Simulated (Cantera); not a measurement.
Charge: 1 mol SiCl4, 0.078 mol Cl2, 37 mol N2, held at 1277 °C and 0.130 bar.

These are equilibrium values from Cantera (NASA tables, ideal gas, pure condensed phases), not measurements of a reactor. Candidate condensed phases: Si, Si3N4; 13 gas species. The tables' values for SiCl3 are old estimates; treat these amounts as uncertain. Kinetics and transport are ignored.

Base state: N2 0.970, SiCl4 0.0259, Cl 0.00379, Cl2 0.000285, SiCl3 0.000260 (mole fractions); condensed: gas only.

Problem. What changes in the equilibrium state with this change: Cl2 from 0.078 to 0.012 mol?

Solution. 
| species | before | after |
|---|---|---|
| N2 | 0.970 | 0.972 |
| SiCl4 | 0.0259 | 0.0255 |
| Cl | 0.00379 | 0.00137 |
| SiCl3 | 0.000260 | 0.000707 |
| Cl2 | 0.000285 | 3.74e-5 |
| SiCl2 | 7.27e-6 | 5.46e-5 |
